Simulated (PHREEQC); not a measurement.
Consider water at 60 °C with 190 mmol/kgw HCl, 4.9 mmol/kgw ZnSO4 and 0.05 mmol/kgw MnSO4. Closed to the air; pH follows from the charge balance.

Equilibrium calculation in PHREEQC: ion-association model, phreeqc.dat.

This is a speciation only: nothing precipitates in the calculation.

Task: Order these S species by the share of S that they hold, largest first: SO4-2, ZnSO4, HSO4-.

Result: HSO4- (92 %), SO4-2 (7.4 %), ZnSO4 (0.48 %)

The pH is 0.83 and the ionic strength 0.197 mol/kgw. Species that the database lacks are ignored. At this temperature some constants are extrapolated from 25 °C, and those without enthalpy data are left unchanged.
